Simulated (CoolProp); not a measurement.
Vapour-liquid equilibrium of isohexane (1) + benzene (2) at 0.541 MPa; x and y are mole fractions of (1).

Computed with CoolProp (multi-fluid Helmholtz-energy mixture model, Lemmon 2006 and Thol 2012; pair parameters Bell 2016).

```tsv
x	bubble temperature, mixture model (°C)	bubble temperature, Raoult's law (°C)	y, mixture model	y, Raoult's law
0.05	143.4	145.1	0.099	0.076
0.15	138.9	142.5	0.252	0.217
0.25	135.6	140.0	0.368	0.344
0.35	133.0	137.7	0.464	0.460
0.45	131.0	135.4	0.550	0.565
0.55	129.3	133.2	0.631	0.661
0.65	127.9	131.2	0.710	0.748
0.75	126.7	129.2	0.790	0.828
0.85	125.7	127.2	0.872	0.901
0.95	124.9	125.4	0.957	0.969
```

The largest gap from Raoult's law is -4.7 K in bubble temperature, at x = 0.35. No azeotrope shows between x = 0.05 and 0.95.

The pair parameters rest on a limited set of measurements; away from them the model extrapolates.
